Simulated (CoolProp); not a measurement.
Model: reference Helmholtz-energy equation of state, Lemmon 2006, in CoolProp. It is a short technical equation, of lower accuracy than the large ones.

Problem. Give the vapour pressure (MPa), liquid density (kg/m³), vapour density (kg/m³), liquid cp (kJ/(kg K)) of saturated nitrous oxide at -18.35, 2.75, 16.85 °C.

Solution. 
| T (°C) | p (MPa) | liquid density (kg/m³) | vapour density (kg/m³) | liquid cp (kJ/(kg K)) |
|---|---|---|---|---|
| -18.35 | 1.89 | 991 | 49.2 | 2.00 |
| 2.75 | 3.35 | 893 | 92.4 | 2.34 |
| 16.85 | 4.70 | 808 | 142 | 2.93 |
